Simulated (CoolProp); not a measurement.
Vapour-liquid equilibrium of propane (1) + isobutane (2) at 191.4 K; x and y are mole fractions of (1).

Values from CoolProp's multi-fluid Helmholtz-energy mixture model, Lemmon 2009 and Bücker 2006; pair parameters Kunz 2012.

| x | bubble pressure (MPa) | y at the bubble point | dew pressure at overall composition x (MPa) | liquid density (mol/L) |
|---|---|---|---|---|
| 0.05 | 0.002480 | 0.243 | 0.002062 | 11.57 |
| 0.15 | 0.003449 | ? | 0.002260 | 11.80 |
| 0.25 | ? | 0.659 | 0.002499 | 12.04 |
| 0.35 | 0.005312 | 0.755 | ? | 12.29 |
| 0.45 | 0.006243 | 0.823 | 0.003169 | 12.55 |
| 0.55 | 0.007188 | ? | 0.003656 | 12.81 |
| 0.65 | 0.008150 | 0.914 | 0.004316 | 13.09 |
| 0.75 | 0.009130 | 0.945 | 0.005258 | 13.38 |
| 0.85 | 0.01012 | 0.971 | 0.006713 | 13.69 |
| 0.95 | 0.01111 | ? | 0.009292 | 14.00 |

**Question.** Fill in the missing entries.

**Answer.** 
- 0.15, y at the bubble point: 0.511
- 0.25, bubble pressure (MPa): 0.004386
- 0.35, dew pressure at overall composition x (MPa): 0.002795
- 0.55, y at the bubble point: 0.874
- 0.95, y at the bubble point: 0.991

No azeotrope shows between x = 0.05 and 0.95.

Pair parameters are fitted to limited data, so mixtures are less certain than the pure fluids. The gap from Raoult's law changes sign with composition, which may be real or a fault of the pair parameters; it wasn't checked against measurements.
